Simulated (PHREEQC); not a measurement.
1 kg of water holding 0.0042 mol/kgw K2CO3 and 0.065 mol/kgw KCl is evaporated at 30 °C; the solids stay in contact with the brine. No CO2 enters from the air. The run lets Kalicinite, Sylvite precipitate or redissolve, and no other solid.

The series has 28 steps of water left (kg), from 1 to 0.005026.

All values are PHREEQC results (Pitzer model, pitzer.dat), not measurements.

Problem. Which solids form, in which order, and at which step of the series does each first stand?

Solution. Sylvite from water left = 0.01338 kg (pH 11.43).
